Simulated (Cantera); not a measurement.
# Ignition delay

Mixture: CH4 : O2 : N2 : H2O = 1 : 3.08 : 11.6 : 1.2 (molar parts), equivalence ratio 0.65, at 21000 Torr, adiabatic and at constant volume. Ignition delay is the time to a rise of 400 K.

Cantera simulation using GRI-Mech 3.0 (53 species, 325 reactions); the numbers are that mechanism's predictions, not measurements. The pressure lies above the range GRI-Mech 3.0 was tuned for (to about 10 atm).

```csv
T0 (K),delay (ms)
1225,0.986
1325,0.328
1425,0.125
1525,0.0517
1625,0.0228
1725,0.0107
1825,0.00530
1925,0.00282
```

apparent activation energy between 1725 and 1925 K: 180 kJ/mol
